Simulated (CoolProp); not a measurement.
Vapour-liquid equilibrium of R134a (1) + R227EA (2) at 231.3 K; x and y are mole fractions of (1).

The numbers come from the multi-fluid Helmholtz-energy mixture model, Tillner-Roth 1994 and Lemmon 2016; pair parameters Bell 2016 in CoolProp.

Problem. Give the bubble pressure and the first vapour's composition at x = 0.35, 0.5, 0.65. Is there an azeotrope?

Solution. x = 0.35: 0.03714 MPa, y = 0.478; x = 0.5: 0.03986 MPa, y = 0.615; x = 0.65: 0.04221 MPa, y = 0.735. No azeotrope shows between x = 0.05 and 0.95.

The pair parameters rest on a limited set of measurements; away from them the model extrapolates.
